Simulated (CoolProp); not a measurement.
Properties of CHF3 (R23) at several states (Tc = 26.1 °C, pc = 4.832 MPa, ω = 0.263).

Values from CoolProp's reference Helmholtz-energy equation of state, Penoncello 2003.

```
T (°C)   p (MPa)   phase         Z  cv (kJ/(kg K))  Joule-Thomson coefficient (K/MPa)  isothermal compressibility (1/MPa)  conductivity (mW/(m K))  Prandtl number
-------  -------  ------  --------  --------------  ---------------------------------  ----------------------------------  -----------------------  --------------
-37.65     0.171     gas    0.9695          0.5432                              27.75                               6.038                     10.4           0.776
71.85      0.224     gas    0.9897          0.6807                              8.382                               4.511                     16.3           0.846
-120.65   0.0417  liquid  0.001452          0.7215                            -0.3499                           0.0009735                      181            4.36
```

Viscosity comes from a separate model (Shan 2000). Thermal conductivity comes from a separate model (Shan 2000).
